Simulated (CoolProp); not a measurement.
Vapour-liquid equilibrium of hydrogen sulfide (1) + n-butane (2) at 327.3 K; x and y are mole fractions of (1).

Computed with CoolProp (multi-fluid Helmholtz-energy mixture model, Lemmon 2006 and Bücker 2006; pair parameters Kunz 2012).

**Question.** Give the bubble pressure and the first vapour's composition at x = 0.05, 0.5, 0.95. Is there an azeotrope?

**Answer.** x = 0.05: 0.7816 MPa, y = 0.290; x = 0.5: 2.466 MPa, y = 0.816; x = 0.95: 3.732 MPa, y = 0.975. No azeotrope shows between x = 0.05 and 0.95.

The pair parameters rest on a limited set of measurements; away from them the model extrapolates.
